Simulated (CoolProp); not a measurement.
Sulfur dioxide at several states: fugacity coefficient from the reference equation and from simpler models built on Tc = 430.6 K, pc = 78.87 bar, ω = 0.256; each cubic takes its own stable root.

Values from CoolProp's reference Helmholtz-energy equation of state, Gao 2016.

```tsv
T (K)	p (bar)	phase	reference	Redlich-Kwong	Soave-Redlich-Kwong	Peng-Robinson
217.2	269	liquid	___	___	___	0.0005530
368	24.2	gas	___	0.8390	___	0.8180
463.3	4.43	gas	0.9850	0.9846	0.9852	0.9832
257.8	11.4	liquid	0.06950	___	0.06950	___
362.7	1.55	gas	0.9876	0.9891	0.9884	0.9876
```

### Question
Complete the blanks.

### Answer

- 217.2, reference: 0.0005192
- 217.2, Redlich-Kwong: 0.001478
- 217.2, Soave-Redlich-Kwong: 0.0005538
- 368, reference: 0.8162
- 368, Soave-Redlich-Kwong: 0.8291
- 257.8, Redlich-Kwong: 0.1376
- 257.8, Peng-Robinson: 0.07083
